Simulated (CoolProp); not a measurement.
Vapour-liquid equilibrium of R227EA (1) + n-butane (2) at 2.57 bar; x and y are mole fractions of (1).

Computed with CoolProp (multi-fluid Helmholtz-energy mixture model, Lemmon 2016 and Bücker 2006; pair parameters Bell 2016).

Q: Give the bubble temperature and the first vapour's composition at x = 0.05, 0.35, 0.65. Is there an azeotrope?

A: x = 0.05: 290.8 K, y = 0.270; x = 0.35: 277.8 K, y = 0.596; x = 0.65: 276.6 K, y = 0.669. y crosses x between x = 0.65 and 0.75: the model has an azeotrope there.

Pair parameters are fitted to limited data, so mixtures are less certain than the pure fluids. With so large a gap from Raoult's law the liquid may split in two, which this calculation doesn't test in full.
